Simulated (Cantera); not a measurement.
A perfectly stirred reactor is fed with H2 : O2 : N2 = 1.5 : 1 : 14 (molar parts), at 0.133 bar; it is held at 998 K, and followed from long to short residence time.

Cantera simulation using the H2/O2 subset of GRI-Mech 3.0, which has no nitrogen chemistry; the numbers are that mechanism's predictions, not measurements. Radical loss at walls, strong at low pressure, is not modelled. The temperature is held fixed by assumption; the heat of reaction is taken as removed at once.

What does this change do: N2 14 to 88 parts?


```json
[
 {"quantity": "x(H2) at τ = 27.0 s", "before": "9.12e-5", "after": "4.66e-5"},
 {"quantity": "x(O2) at τ = 27.0 s", "before": "0.0159", "after": "0.00280"},
 {"quantity": "x(H2O2) at τ = 27.0 s", "before": "1.79e-7", "after": "3.44e-8"},
 {"quantity": "x(OH) at τ = 27.0 s", "before": "2.82e-5", "after": "1.19e-5"},
 {"quantity": "x(H2O) at τ = 27.0 s", "before": "0.0951", "after": "0.0167"},
 {"quantity": "x(H2) at τ = 0.250 s", "before": "0.00170", "after": "0.000781"},
 {"quantity": "x(O2) at τ = 0.250 s", "before": "0.0167", "after": "0.00324"},
 {"quantity": "x(H2O2) at τ = 0.250 s", "before": "2.91e-7", "after": "3.17e-8"},
 {"quantity": "x(OH) at τ = 0.250 s", "before": "0.000151", "after": "5.95e-5"},
 {"quantity": "x(H2O) at τ = 0.250 s", "before": "0.0931", "after": "0.0156"}
]
```

What does this change do: N2 14 to 8.8 parts?


```tsv
quantity	before	after
x(H2) at τ = 27.0 s	9.12e-5	0.000113
x(O2) at τ = 27.0 s	0.0159	0.0237
x(H2O2) at τ = 27.0 s	1.79e-7	2.53e-7
x(OH) at τ = 27.0 s	2.82e-5	3.18e-5
x(H2O) at τ = 27.0 s	0.0951	0.142
x(H2) at τ = 0.250 s	0.00170	0.00209
x(O2) at τ = 0.250 s	0.0167	0.0247
x(H2O2) at τ = 0.250 s	2.91e-7	4.95e-7
x(OH) at τ = 0.250 s	0.000151	0.000174
x(H2O) at τ = 0.250 s	0.0931	0.140
```

What does this change do: O2 1 to 0.21 parts?


```csv
quantity,before,after
x(H2) at τ = 27.0 s,9.12e-5,0.0695
x(O2) at τ = 27.0 s,0.0159,1.64e-5
x(H2O2) at τ = 27.0 s,1.79e-7,1.13e-11
x(OH) at τ = 27.0 s,2.82e-5,2.97e-7
x(H2O) at τ = 27.0 s,0.0951,0.0271
x(H2) at τ = 0.250 s,0.00170,0.0683
x(O2) at τ = 0.250 s,0.0167,0.000183
x(H2O2) at τ = 0.250 s,2.91e-7,3.62e-11
x(OH) at τ = 0.250 s,0.000151,3.54e-6
x(H2O) at τ = 0.250 s,0.0931,0.0267
```
